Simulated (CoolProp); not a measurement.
n-perfluorohexane at 371.48 K and 0.146 MPa is throttled through a valve to 0.005 MPa with no heat exchange. Each further row changes one setting.

Values from CoolProp's reference Helmholtz-energy equation of state, Gao 2022.

| case | final density (kg/m³) |
|---|---|
| as stated | ? |
| outlet pressure 0.0015 MPa | ? |
| outlet pressure 0.0065 MPa | ? |

Q: Fill in the missing entries.

A: 
- as stated, final density (kg/m³): 0.551
- outlet pressure 0.0015 MPa, final density (kg/m³): 0.165
- outlet pressure 0.0065 MPa, final density (kg/m³): 0.717
